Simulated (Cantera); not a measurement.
Cantera run:

```python
import numpy as np
import cantera as ct

gas_names = """
    SF4 F PbS Pb
""".split()
cond_names = """
    Pb(cr) Pb(L) PbF2(a) PbF2(b) PbF2(L)
""".split()


# ... load() reads the species with a 1 bar reference pressure and builds the phases ...
species = {s.name: s for s in load("nasa_gas.yaml", gas_names) + load("nasa_condensed.yaml", cond_names)}
# Each term lists the table entries of one substance; the one whose range holds T is used.
reactions = {
    'Pb + SF4(g) = 4 F(g) + PbS(g)':
        [(-1, ['Pb(cr)', 'Pb(L)']), (-1, ['SF4']), (4, ['F']), (1, ['PbS'])],
    'PbS(g) + 2 PbF2 = 3 Pb(g) + SF4(g)':
        [(-1, ['PbS']), (-2, ['PbF2(a)', 'PbF2(b)', 'PbF2(L)']), (3, ['Pb']), (1, ['SF4'])],
}


def pick(names, T):
    return next(species[n] for n in names if species[n].thermo.min_temp <= T <= species[n].thermo.max_temp)


results = []
for label, terms in reactions.items():
    print(label)
    print("     T/K   dH/kJ  dS/(J/K)   dG/kJ   log10 K")
    for T in [848, 948, 1048, 1148, 1248, 1348, 1448, 1548, 1648]:
        used = [(nu, pick(names, T)) for nu, names in terms]
        dH = sum(nu * s.thermo.h(T) for nu, s in used) / 1e6
        dS = sum(nu * s.thermo.s(T) for nu, s in used) / 1e3
        dG = dH - T * dS / 1e3
        logK = -dG * 1e6 / (ct.gas_constant * T * np.log(10))
        results.append((label, T, dH, dS, dG, logK, [s.name for _, s in used]))
        print(f"{T:8g} {dH:8.1f} {dS:8.1f} {dG:8.1f} {logK:8.2f}")
```

Output:

```
Pb + SF4(g) = 4 F(g) + PbS(g)
     T/K   dH/kJ  dS/(J/K)   dG/kJ   log10 K
     848   1208.3    517.8    769.1   -47.37
     948   1207.3    516.8    717.4   -39.53
    1048   1206.2    515.7    665.8   -33.18
    1148   1205.1    514.7    614.2   -27.95
    1248   1203.9    513.7    562.8   -23.56
    1348   1202.7    512.8    511.5   -19.82
    1448   1201.5    511.9    460.3   -16.60
    1548   1200.2    511.1    409.1   -13.80
    1648   1198.9    510.2    358.1   -11.35
PbS(g) + 2 PbF2 = 3 Pb(g) + SF4(g)
     T/K   dH/kJ  dS/(J/K)   dG/kJ   log10 K
     848    999.4    273.0    767.8   -47.29
     948    993.8    266.8    740.8   -40.82
    1048    989.3    262.3    714.4   -35.61
    1148    953.9    230.2    689.6   -31.38
    1248    945.0    222.8    666.9   -27.91
    1348    936.2    216.0    645.0   -24.99
    1448    927.6    209.8    623.7   -22.50
    1548    919.1    204.2    603.0   -20.35
    1648    910.7    199.0    582.9   -18.47
```

Standard-state values (1 bar) from the NASA 1993 polynomials, evaluated with Cantera. Condensed species are held in their standard states even where they would react or evaporate.
